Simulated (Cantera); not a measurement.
An adiabatic, constant-pressure homogeneous reactor starts with C₃H₈ : O₂ : N₂ = 1 : 10.6 : 40 (molar parts), equivalence ratio 0.47, at 1275 K and 1.28 atm.

Model: GRI-Mech 3.0 (53 species, 325 reactions), integrated in Cantera. GRI-Mech 3.0 was tuned for natural gas; its chemistry of propane as a main component is partial and can be far from experiment.

Question: Predict: time of steepest temperature rise; temperature at 2.00 s; equilibrium temperature; x(O₂) at 2.00 s; x(NO) at 2.00 s; x(CO₂) at 2.00 s.

Answer: 
```json
{
 "time_of_steepest_temperature_rise": "1.21 ms",
 "temperature at 2.00 s": "2242 K",
 "equilibrium_temperature": "2242 K",
 "x(O₂) at 2.00 s": "0.101 (gas-phase equilibrium 0.101)",
 "x(NO) at 2.00 s": "0.00944 (gas-phase equilibrium 0.00944)",
 "x(CO₂) at 2.00 s": "0.0557 (gas-phase equilibrium 0.0557)"
}
```
